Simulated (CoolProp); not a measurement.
Saturation properties of n-perfluorohexane.

Computed with CoolProp (reference Helmholtz-energy equation of state, Gao 2022).

```tsv
T (°C)	p (kPa)	liquid density (kg/m³)	liquid cp (kJ/(kg K))
-59.65	0.09839	1912	0.9154
-48.55	0.2846	1881	0.9320
-37.55	0.7217	1851	0.9490
-26.45	1.662	1820	0.9663
-15.35	3.500	…	0.9837
-4.25	6.821	1759	1.001
6.75	12.37	…	1.018
17.85	21.30	1697	…
28.95	34.86	1664	1.053
39.95	54.42	1632	1.070
51.05	82.09	1598	1.088
62.15	119.8	1562	1.106
73.25	169.6	1525	…
84.25	233.5	1486	1.145
95.35	315.1	1444	1.167
```

Problem. Fill in the missing entries.

Solution. 
- -15.35, liquid density (kg/m³): 1790
- 6.75, liquid density (kg/m³): 1728
- 17.85, liquid cp (kJ/(kg K)): 1.036
- 73.25, liquid cp (kJ/(kg K)): 1.125

It boils at 57.1 °C under 1 atm.
